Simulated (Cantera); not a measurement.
Charge: 1 mol NH3, 0.13 mol H2, at 952 °C and 14.0 Pa.

Method: chemical equilibrium by Gibbs-energy minimisation in Cantera with the NASA 1993 tables (ideal gas, pure condensed phases). Equilibrium is a limit: real reactors are often held back by kinetics, nucleation or transport.

Base state: H2 0.765, N2 0.235, H 2.30e-5 (mole fractions); condensed: gas only.

Problem. What changes in the equilibrium state with this change: 0.29 mol CO2 added?

Solution. 
```
species   before    after
-------  -------  -------
H2         0.765    0.567
N2         0.235    0.207
H2O            0    0.106
CO             0    0.106
CO2            0   0.0136
H        2.30e-5  1.98e-5
```
Further candidate phases: C, C6H6, C7H8, C8H18, H2O.

Problem. What changes in the equilibrium state with this change: NH3 replaced by SO2?

Solution. 
| species | before | after |
|---|---|---|
| SO2 | 0 | 0.851 |
| H2O | 0 | 0.112 |
| S2 | 0 | 0.0267 |
| H2 | 0.765 | 0.00603 |
| N2 | 0.235 | 0 |
| SO | 0 | 0.00332 |
| S2O | 0 | 0.000355 |
| H2S | 0 | 0.000216 |
Gases not in the tables: S3 to S7. Further candidate phases: H2O, H2SO4, S.
